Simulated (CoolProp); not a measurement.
R13 along the isobar 36.4 bar: density (kg/m³) from the reference equation and from simpler models built on Tc = 303.0 K, pc = 39.73 bar, ω = 0.175; each cubic takes its own stable root.

Values from CoolProp's reference Helmholtz-energy equation of state, Platzer 1990. This equation is an older, rougher fit; its heat capacities, sound speeds and derivatives of the liquid may be far off and weren't checked against measurements.

```
T (K)   phase  reference  van der Waals  Redlich-Kwong  Peng-Robinson
-----  ------  ---------  -------------  -------------  -------------
125.2  liquid       1763           1139           1689           1903
139.8  liquid       1714           1114           1648           1864
154.4  liquid       1664           1088           1604           1822
169    liquid       1613           1061           1556           1775
183.6  liquid       1561           1031           1504           1723
198.2  liquid       1508          999.9           1448           1666
212.8  liquid       1452          965.9           1386           1601
227.5  liquid       1391          928.3           1318           1527
242.1  liquid       1326          886.4           1241           1443
256.7  liquid       1252          837.9           1154           1343
271.3  liquid       1165          778.5           1050           1221
285.9  liquid       1047          695.9          910.8           1054
300.5     gas      324.9          275.0          302.1          323.9
315.1     gas      228.2          220.7          227.1          233.9
329.8     gas      193.8          193.5          195.5          199.1
```
